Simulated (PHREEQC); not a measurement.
Dissolve 0.026 mol/kgw HF, 8.1e-05 mol/kgw NaF and 0.11 mol/kgw H2SiF6 at 25 °C. Closed to the air; pH follows from the charge balance.

All values are PHREEQC results (ion-association model, phreeqc.dat), not measurements.

Each row changes one thing in this solution. This is a speciation only: nothing precipitates in the calculation.

```
case                                         pH  ionic strength (mol/kgw)  HF (mol/kgw)  F- (mol/kgw)  HF2- (mol/kgw)  H4SiO4 (mol/kgw)  SI of Quartz (SiO2)
-----------------------------------------  ----  ------------------------  ------------  ------------  --------------  ----------------  -------------------
as made                                    0.77                     0.330        0.0260      0.000164         1.60e-5           1.14e-5                -0.93
0.0019 mol/kgw NH3 added                   0.77                     0.330        0.0260             ?               ?           1.12e-5                -0.93
HF from 0.026 to 0.0026 mol/kgw            0.77                     0.326        0.0115       7.31e-5               ?           0.00148                +1.19
NaF from 8.1e-05 to 4.05e-05 mol/kgw       0.77                     0.330        0.0259      0.000163         1.60e-5                 ?                -0.92
NaF replaced by NaCl at the same molality  0.77                     0.330        0.0259      0.000163         1.59e-5           1.16e-5                -0.92
diluted 5-fold with water                  1.44                    0.0649       0.00761      0.000178         5.18e-6                 ?                +0.62
NaF replaced by NaHS at the same molality  0.77                     0.330        0.0259      0.000163         1.59e-5           1.16e-5                -0.92
```

Fill in the missing entries.


- 0.0019 mol/kgw NH3 added, F- (mol/kgw): 0.000165
- 0.0019 mol/kgw NH3 added, HF2- (mol/kgw): 1.61e-5
- HF from 0.026 to 0.0026 mol/kgw, HF2- (mol/kgw): 3.16e-6
- NaF from 8.1e-05 to 4.05e-05 mol/kgw, H4SiO4 (mol/kgw): 1.15e-5
- diluted 5-fold with water, H4SiO4 (mol/kgw): 0.000430

Some of these states are supersaturated (in Quartz (slow to form), Chalcedony (slow to form), for instance). SiF6-2 is the database's only silicon fluoride.
